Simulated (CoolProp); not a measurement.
Saturation properties of neopentane.

Model: reference Helmholtz-energy equation of state, Lemmon 2006, in CoolProp. It is a short technical equation, of lower accuracy than the large ones.

```
T (K)  p (bar)  liquid density (kg/m³)  vapour density (kg/m³)  liquid cp (kJ/(kg K))
-----  -------  ----------------------  ----------------------  ---------------------
295.4    1.569                   587.4                   4.906                  2.293
309.4    2.421                       ?                   7.395                  2.378
323.4    3.582                   555.0                   10.77                  2.470
337.4    5.116                   537.3                   15.27                      ?
351.4        ?                       ?                   21.19                  2.682
365.4    9.568                   497.1                   28.99                  2.813
379.4    12.63                   473.6                       ?                  2.977
393.4    16.36                   446.4                   53.39                  3.204
```

Question: Some entries are withheld; supply them.

Answer: 
- 309.4, liquid density (kg/m³): 571.7
- 337.4, liquid cp (kJ/(kg K)): 2.570
- 351.4, p (bar): 7.088
- 351.4, liquid density (kg/m³): 518.1
- 379.4, vapour density (kg/m³): 39.33

It boils at 282.7 K under 1 atm.
